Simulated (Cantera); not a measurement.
Input: 1 mol trisilylamine, 18 mol NH₃, equilibrated at 14.0 Pa.

These are equilibrium values from Cantera (NASA tables, ideal gas, pure condensed phases), not measurements of a reactor. Candidate condensed phases: Si, Si₃N₄; 18 gas species. The feed counts by its element totals alone. The tables' values for SiN are old estimates; treat these amounts as uncertain. Gases not in the tables: Si₂H₆ and higher silanes. The numbers say what is thermodynamically allowed, not how fast it happens.

log p: log10 of the partial pressure in bar; n: condensed amount in mol.

| T (K) | log p H₂ | log p N₂ | log p H | log p Si | log p SiH | log p Si₂ | log p Si₂N | n Si(s) | n Si(l) |
|---|---|---|---|---|---|---|---|---|---|
| 1673 | -3.97 | -4.49 | -5.93 | -6.38 | -8.14 | -8.79 | -8.55 | 2.87 | … |
| 1723 | -3.98 | -4.50 | -5.73 | -6.01 | -7.84 | -8.33 | -8.26 | 0 | … |
| 1773 | -3.99 | -4.50 | -5.54 | -5.67 | -7.57 | -7.93 | -8.02 | 0 | … |
| 1823 | -4.00 | -4.51 | -5.36 | -5.35 | -7.33 | -7.54 | -7.80 | 0 | … |
| 1873 | -4.02 | -4.53 | -5.20 | -5.05 | -7.10 | -7.18 | -7.59 | 0 | … |
| 1923 | -4.03 | -4.53 | -5.04 | -5.04 | -7.15 | -7.39 | -7.94 | 0 | 0 |
| 1973 | -4.05 | -4.54 | -4.89 | -5.05 | -7.21 | -7.61 | -8.29 | 0 | 0 |
| 2023 | -4.07 | -4.55 | -4.76 | -5.05 | -7.28 | -7.82 | -8.63 | 0 | 0 |
| 2073 | -4.10 | -4.56 | -4.63 | -5.06 | -7.35 | -8.03 | -8.97 | 0 | 0 |

### Question
Some entries are withheld; supply them.

### Answer

- 1673, n Si(l): 0
- 1723, n Si(l): 2.70
- 1773, n Si(l): 2.33
- 1823, n Si(l): 1.59
- 1873, n Si(l): 0.0671
